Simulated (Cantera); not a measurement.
Feed: 1 mol SiC, 0.7 mol N2O, 77 mol N2, 0.18 mol CO2, at 1950 °C and 1 atm.

These are equilibrium values from Cantera (NASA tables, ideal gas, pure condensed phases), not measurements of a reactor. Candidate condensed phases: C, Si, SiC, SiO2, Si2N2O, Si3N4; 34 gas species. The tables' values for SiN are old estimates; treat these amounts as uncertain. Kinetics and transport are ignored.

Base state: N2 0.986, CO 0.00813, SiO 0.00532, Si 0.000347, SiN 5.60e-5, Si2N 4.65e-5, Si2C 2.20e-5 (mole fractions); condensed: SiC(s).

Q: What changes in the equilibrium state with this change: SiC replaced by Si?

A: 
| species | before | after |
|---|---|---|
| N2 | 0.986 | 0.986 |
| SiO | 0.00532 | 0.0112 |
| CO | 0.00813 | 0.00228 |
| Si2C | 2.20e-5 | 6.56e-6 |
| Si2N | 4.65e-5 | 7.94e-5 |
| Si | 0.000347 | 0.000454 |
| SiC(s), mol | 0.537 | 0 |
| Si(l), mol | 0 | 0.0628 |

Q: What changes in the equilibrium state with this change: temperature from 1950 °C to 750 °C?

A: 
```csv
species,before,after
N2,0.986,0.999
CO,0.00813,0.000607
SiO,0.00532,<1e-9
Si,0.000347,<1e-9
SiN,5.60e-5,<1e-9
"SiC(s), mol",0.537,0
"C(graphite), mol",0,1.13
"SiO2(β-quartz), mol",0,0.342
"Si2N2O(s), mol",0,0.329
```
Mutual solubility and eutectic melting of coexisting phases are not modelled.

Q: What changes in the equilibrium state with this change: temperature from 1950 °C to 1375 °C?

A: 
```json
[
 {"species": "N2", "before": "0.986", "after": "0.993"},
 {"species": "CO", "before": "0.00813", "after": "0.00720"},
 {"species": "SiO", "before": "0.00532", "after": "5.46e-6"},
 {"species": "Si", "before": "0.000347", "after": "<1e-9"},
 {"species": "SiN", "before": "5.60e-5", "after": "<1e-9"},
 {"species": "Si2N", "before": "4.65e-5", "after": "<1e-9"},
 {"species": "SiC(s), mol", "before": "0.537", "after": "0"},
 {"species": "C(graphite), mol", "before": "0", "after": "0.620"},
 {"species": "Si2N2O(s), mol", "before": "0", "after": "0.500"}
]
```
